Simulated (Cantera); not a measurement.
Cantera run:

```python
import numpy as np
import cantera as ct

gas_names = """
    C CO CO2 C2 C2O C3 C3O2 C4 C5 O O2 O3 Si SiC SiC2 SiO SiO2 Si2 Si2C Si3
""".split()
cond_names = """
    C(gr) Si(cr) Si(L) SiC(b) SiO2(Lqz) SiO2(hqz) SiO2(L)
""".split()


def load(file, names, dense=False):
    # The tables refer to 1 bar. Condensed volumes are neglected.
    table = {s.name: s for s in ct.Species.list_from_file(file)}
    out = []
    for n in names:
        d = dict(table[n].input_data)
        d["thermo"] = dict(d["thermo"], **{"reference-pressure": 1e5})
        if dense:
            d["equation-of-state"] = {"model": "constant-volume", "density": "1e6 g/cm^3"}
        out.append(ct.Species.from_dict(d))
    return out


gas = ct.Solution(thermo="ideal-gas", species=load("nasa_gas.yaml", gas_names))
cond = {s.name: ct.Solution(thermo="fixed-stoichiometry", species=[s], name=s.name)
        for s in load("nasa_condensed.yaml", cond_names, dense=True)}
atoms = {
    'Si': {'Si': 1},
    'CO2': {'C': 1, 'O': 2},
    'CO': {'C': 1, 'O': 1},
}
top_T = {'C(gr)': 4500, 'SiC(b)': 3050}  # K; cautious upper limits of use, not melting points


def equilibrate(T, P, feed):
    n = {}
    for name, mol in feed.items():
        for a, k in atoms[name].items():
            n[a] = n.get(a, 0.0) + k * mol
    gas.TPX = T, P, n
    mass = sum(n.values()) * gas.mean_molecular_weight
    gas.equilibrate("TP")
    valid = [c for c in cond.values() if c.min_temp <= T <= top_T.get(c.name, c.max_temp)]
    mix = ct.Mixture([(gas, mass / gas.mean_molecular_weight)] + [(c, 0.0) for c in valid])
    mix.T, mix.P = T, P
    mix.equilibrate("TP", solver="vcs", rtol=1e-11, max_steps=5000)
    return mix


results = []
feed = {'Si': 1, 'CO2': 0.19, 'CO': 29}  # mol
T = 700  # K
P = 6400  # Pa
mix = equilibrate(T, P, feed)
results.append((T, P, feed, dict(zip(mix.species_names, mix.species_moles))))
print(gas.report(threshold=1e-05))
for i in range(1, mix.n_phases):
    print(f"{mix.phase(i).name:16s} {mix.phase_moles(i):12.5e} mol")
```

Result:

```
       temperature   700 K
          pressure   6400 Pa
           density   0.047332 kg/m^3
  mean mol. weight   43.044 kg/kmol
   phase of matter   gas

                          1 kg             1 kmol
                     ---------------   ---------------
          enthalpy       -8.3409e+06       -3.5902e+08  J
   internal energy       -8.4761e+06       -3.6484e+08  J
           entropy            6361.5        2.7382e+05  J/K
    Gibbs function       -1.2794e+07        -5.507e+08  J
 heat capacity c_p            1126.2             48477  J/K
 heat capacity c_v            933.08             40163  J/K

                      mass frac. Y      mole frac. X     chem. pot. / RT
                     ---------------   ---------------   ---------------
                CO          0.039269          0.060346           -49.311
               CO2           0.96073           0.93965           -97.529
     [  +18 minor]        4.3194e-20        2.7329e-20

C(gr)             1.50741e+01 mol
Si(cr)            0.00000e+00 mol
SiC(b)            0.00000e+00 mol
SiO2(Lqz)         1.00000e+00 mol
```

Method: chemical equilibrium by Gibbs-energy minimisation in Cantera with the NASA 1993 tables (ideal gas, pure condensed phases).
